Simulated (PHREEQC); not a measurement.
0.13 g of hydrous ferric oxide (600 m²/g; 0.2 weak and 0.005 strong sites per Fe, Dzombak-Morel constants, diffuse double layer) in 1 kg of water with 0.3 mol/kgw of an inert sodium salt, at 25 °C; the pH is set by adding NaOH or the inert anion's acid. O2 is buffered at 0.21 atm. No CO2 enters from the air. Precipitation was switched off in this run.

Equilibrium calculation in PHREEQC: ion-association model, wateq4f.dat.

Predict surface charge σ (C/m²) at pH = 5, 6, 10.5, 11.


| pH | surface charge σ (C/m²) |
|---|---|
| 5 | 0.269 |
| 6 | 0.154 |
| 10.5 | -0.185 |
| 11 | -0.244 |

Complexes and solids missing from the database can't appear. The oxide is taken as insoluble; below pH 4 it would dissolve.
